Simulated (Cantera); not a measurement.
Feed: 1 mol Si, 0.0091 mol H2O, 2.4 mol N2, 0.23 mol N2O, equilibrated at 1 atm.

Method: chemical equilibrium by Gibbs-energy minimisation in Cantera with the NASA 1993 tables (ideal gas, pure condensed phases). Candidate condensed phases: H2O, Si, SiO2, Si2N2O, Si3N4; 35 gas species. Mutual solubility and eutectic melting of coexisting phases are not modelled. Equilibrium is a limit: real reactors are often held back by kinetics, nucleation or transport. All values below are at 1973 K.

Base state: N2 0.994, H2 0.00438, SiO 0.00188, H 8.87e-5 (mole fractions); condensed: Si2N2O(s) + Si3N4(s).

### Question
What changes in the equilibrium state with this change: 1 mol HCl added?

### Answer
```json
[
 {"species": "N2", "before": "0.994", "after": "0.692"},
 {"species": "HCl", "before": "0", "after": "0.109"},
 {"species": "H2", "before": "0.00438", "after": "0.102"},
 {"species": "SiCl2", "before": "0", "after": "0.0860"},
 {"species": "SiCl3", "before": "0", "after": "0.00746"},
 {"species": "SiCl4", "before": "0", "after": "0.000777"},
 {"species": "Cl", "before": "0", "after": "0.000341"},
 {"species": "SiHCl3", "before": "0", "after": "0.000268"},
 {"species": "SiCl", "before": "0", "after": "0.000108"},
 {"species": "Si2N2O(s), mol", "before": "0.235", "after": "0.232"},
 {"species": "Si3N4(s), mol", "before": "0.175", "after": "0.0737"}
]
```
The tables' values for SiCl3, SiCl are old estimates; treat these amounts as uncertain. Further candidate phases: NH4Cl.

### Question
What changes in the equilibrium state with this change: N2O from 0.23 to 2 mol?

### Answer
```
species                before     after
--------------------  -------  --------
N2                      0.994     0.998
H2O                   2.62e-8   0.00194
H2                    0.00438  0.000110
SiO                   0.00188   2.63e-6
NO                      <1e-9   7.17e-5
OH                      <1e-9   2.35e-5
O2                      <1e-9   1.69e-5
H                     8.87e-5   1.40e-5
Si2N2O(s), mol          0.235         0
Si3N4(s), mol           0.175         0
SiO2(condensed), mol        0     1.000
```
The tables hold silica as quartz up to 1696 K and as liquid above; real silica turns to tridymite and cristobalite and melts near 1996 K.

### Question
What changes in the equilibrium state with this change: Si replaced by Si3N4?

### Answer
| species | before | after |
|---|---|---|
| N2 | 0.994 | 0.995 |
| H2 | 0.00438 | 0.00330 |
| SiO | 0.00188 | 0.00187 |
| H | 8.87e-5 | 7.70e-5 |
| Si2N2O(s), mol | 0.235 | 0.234 |
| Si3N4(s), mol | 0.175 | 0.842 |
